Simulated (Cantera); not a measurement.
## Low-pressure radical oxidation in H2/O2

An isothermal, constant-pressure homogeneous reactor starts with H2 : O2 : N2 : H2O = 0.022 : 1 : 2.1 : 0.012 (molar parts), equivalence ratio 0.011, at 1323 K and 0.00400 bar.

Cantera simulation using the H2/O2 subset of GRI-Mech 3.0, which has no nitrogen chemistry; the numbers are that mechanism's predictions, not measurements. Radical loss at walls, strong at low pressure, is not modelled.

```json
[
 {"t (s)": "0.000600", "x H2": "0.00702", "x O2": "0.319", "x OH": "1.83e-9", "x H2O2": "<1e-12", "x O": "1.91e-9", "x H2O": "0.00383"},
 {"t (s)": "0.00150", "x H2": "0.00702", "x O2": "0.319", "x OH": "7.19e-9", "x H2O2": "2.64e-12", "x O": "8.08e-9", "x H2O": "0.00383"},
 {"t (s)": "0.00375", "x H2": "0.00702", "x O2": "0.319", "x OH": "3.75e-8", "x H2O2": "1.52e-11", "x O": "4.57e-8", "x H2O": "0.00383"},
 {"t (s)": "0.00939", "x H2": "0.00702", "x O2": "0.319", "x OH": "7.54e-7", "x H2O2": "7.79e-11", "x O": "9.51e-7", "x H2O": "0.00383"},
 {"t (s)": "0.0235", "x H2": "0.00556", "x O2": "0.318", "x OH": "0.000619", "x H2O2": "2.25e-9", "x O": "0.000880", "x H2O": "0.00489"},
 {"t (s)": "0.0587", "x H2": "8.87e-5", "x O2": "0.313", "x OH": "0.000927", "x H2O2": "3.79e-9", "x O": "0.00557", "x H2O": "0.0100"},
 {"t (s)": "0.147", "x H2": "8.56e-5", "x O2": "0.313", "x OH": "0.000914", "x H2O2": "3.74e-9", "x O": "0.00545", "x H2O": "0.0100"},
 {"t (s)": "0.368", "x H2": "8.14e-5", "x O2": "0.313", "x OH": "0.000892", "x H2O2": "3.70e-9", "x O": "0.00517", "x H2O": "0.0101"},
 {"t (s)": "0.919", "x H2": "7.21e-5", "x O2": "0.313", "x OH": "0.000839", "x H2O2": "3.59e-9", "x O": "0.00455", "x H2O": "0.0102"},
 {"t (s)": "2.30", "x H2": "5.44e-5", "x O2": "0.314", "x OH": "0.000730", "x H2O2": "3.31e-9", "x O": "0.00339", "x H2O": "0.0103"},
 {"t (s)": "5.75", "x H2": "3.02e-5", "x O2": "0.315", "x OH": "0.000545", "x H2O2": "2.69e-9", "x O": "0.00185", "x H2O": "0.0105"},
 {"t (s)": "14.4", "x H2": "1.11e-5", "x O2": "0.316", "x OH": "0.000330", "x H2O2": "1.69e-9", "x O": "0.000669", "x H2O": "0.0107"},
 {"t (s)": "36.0", "x H2": "2.85e-6", "x O2": "0.317", "x OH": "0.000168", "x H2O2": "7.54e-10", "x O": "0.000171", "x H2O": "0.0108"},
 {"t (s)": "90.0", "x H2": "6.53e-7", "x O2": "0.317", "x OH": "8.04e-5", "x H2O2": "2.57e-10", "x O": "3.90e-5", "x H2O": "0.0108"}
]
```
x: mole fraction; the columns are a selection and need not sum to one.

Equilibrium at this temperature and pressure: H2 3.99e-8, O2 0.317, OH 1.99e-5, H2O2 2.52e-11, O 2.38e-6, H2O 0.0109 (gas phase only).
